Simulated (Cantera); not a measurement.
An adiabatic, constant-pressure homogeneous reactor starts with CH₃OH : O₂ : N₂ : CO₂ = 1 : 2.08 : 13.8 : 0.73 (molar parts), equivalence ratio 0.72, at 1800 K and 330 Torr. Integrator tolerance rtol = 1e-08.

Detailed kinetics in Cantera: GRI-Mech 3.0 (53 species, 325 reactions). GRI-Mech 3.0 was tuned for natural gas; its chemistry of methanol as a main component is partial and can be far from experiment.

### Question
What does this change do: initial temperature 1800 to 1350 K?

### Answer
```
quantity                                                            before                                    after
---------------------------------  ---------------------------------------  ---------------------------------------
time of steepest temperature rise                                  85.1 µs                                  3.21 ms
temperature at 3.00 s                                               2468 K                                   2216 K
equilibrium temperature                                             2468 K                                   2216 K
x(CH₃OH) at 3.00 s                   <1e-12 (gas-phase equilibrium <1e-12)    <1e-12 (gas-phase equilibrium <1e-12)
x(O₂) at 3.00 s                      0.0349 (gas-phase equilibrium 0.0349)    0.0312 (gas-phase equilibrium 0.0312)
x(CO₂) at 3.00 s                     0.0750 (gas-phase equilibrium 0.0750)    0.0899 (gas-phase equilibrium 0.0899)
x(C₂H₄) at 3.00 s                    <1e-12 (gas-phase equilibrium <1e-12)    <1e-12 (gas-phase equilibrium <1e-12)
x(CO) at 3.00 s                      0.0189 (gas-phase equilibrium 0.0189)  0.00517 (gas-phase equilibrium 0.00517)
x(N₂O) at 3.00 s                   3.09e-7 (gas-phase equilibrium 3.09e-7)  1.79e-7 (gas-phase equilibrium 1.79e-7)
```
